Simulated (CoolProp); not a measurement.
Saturation properties of tetradecamethylhexasiloxane (MD4M) (Tc = 380.0 °C, pc = 0.8286 MPa, ω = 0.800).

The numbers come from the reference Helmholtz-energy equation of state, Thol 2019 in CoolProp.

```json
[
 {"T (°C)": "34.25", "p (MPa)": "1.884e-6", "liquid density (kg/m³)": "877.6", "vapour density (kg/m³)": "0.0003383", "liquid cp (kJ/(kg K))": "1.733", "surface tension (mN/m)": "17.5"},
 {"T (°C)": "44.05", "p (MPa)": "4.830e-6", "liquid density (kg/m³)": "868.2", "vapour density (kg/m³)": "0.0008406", "liquid cp (kJ/(kg K))": "1.757", "surface tension (mN/m)": "16.8"},
 {"T (°C)": "53.85", "p (MPa)": "1.150e-5", "liquid density (kg/m³)": "858.7", "vapour density (kg/m³)": "0.001941", "liquid cp (kJ/(kg K))": "1.780", "surface tension (mN/m)": "16.2"},
 {"T (°C)": "63.65", "p (MPa)": "2.560e-5", "liquid density (kg/m³)": "849.2", "vapour density (kg/m³)": "0.004197", "liquid cp (kJ/(kg K))": "1.802", "surface tension (mN/m)": "(withheld)"},
 {"T (°C)": "73.45", "p (MPa)": "5.365e-5", "liquid density (kg/m³)": "839.7", "vapour density (kg/m³)": "0.008548", "liquid cp (kJ/(kg K))": "1.824", "surface tension (mN/m)": "14.9"},
 {"T (°C)": "83.25", "p (MPa)": "0.0001064", "liquid density (kg/m³)": "830.1", "vapour density (kg/m³)": "0.01650", "liquid cp (kJ/(kg K))": "1.846", "surface tension (mN/m)": "14.3"},
 {"T (°C)": "93.05", "p (MPa)": "0.0002009", "liquid density (kg/m³)": "820.5", "vapour density (kg/m³)": "0.03031", "liquid cp (kJ/(kg K))": "1.867", "surface tension (mN/m)": "13.6"},
 {"T (°C)": "102.85", "p (MPa)": "0.0003623", "liquid density (kg/m³)": "810.9", "vapour density (kg/m³)": "(withheld)", "liquid cp (kJ/(kg K))": "1.888", "surface tension (mN/m)": "13.0"},
 {"T (°C)": "112.65", "p (MPa)": "0.0006271", "liquid density (kg/m³)": "801.2", "vapour density (kg/m³)": "0.08995", "liquid cp (kJ/(kg K))": "1.908", "surface tension (mN/m)": "12.4"},
 {"T (°C)": "122.45", "p (MPa)": "0.001045", "liquid density (kg/m³)": "791.4", "vapour density (kg/m³)": "0.1464", "liquid cp (kJ/(kg K))": "1.928", "surface tension (mN/m)": "11.8"},
 {"T (°C)": "132.25", "p (MPa)": "0.001683", "liquid density (kg/m³)": "781.5", "vapour density (kg/m³)": "0.2304", "liquid cp (kJ/(kg K))": "1.948", "surface tension (mN/m)": "11.2"},
 {"T (°C)": "142.05", "p (MPa)": "0.002625", "liquid density (kg/m³)": "771.5", "vapour density (kg/m³)": "(withheld)", "liquid cp (kJ/(kg K))": "1.968", "surface tension (mN/m)": "10.6"},
 {"T (°C)": "151.95", "p (MPa)": "0.003996", "liquid density (kg/m³)": "761.3", "vapour density (kg/m³)": "(withheld)", "liquid cp (kJ/(kg K))": "(withheld)", "surface tension (mN/m)": "(withheld)"}
]
```

Q: What belongs in the gaps?

A: 
- 63.65, surface tension (mN/m): 15.5
- 102.85, vapour density (kg/m³): 0.05328
- 142.05, vapour density (kg/m³): 0.3518
- 151.95, vapour density (kg/m³): 0.5245
- 151.95, liquid cp (kJ/(kg K)): 1.988
- 151.95, surface tension (mN/m): 10.0

It boils at 259.7 °C under 1 atm.

Surface tension comes from a separate correlation (Mulero 2014), older than this fluid's equation and unchecked against measurements.
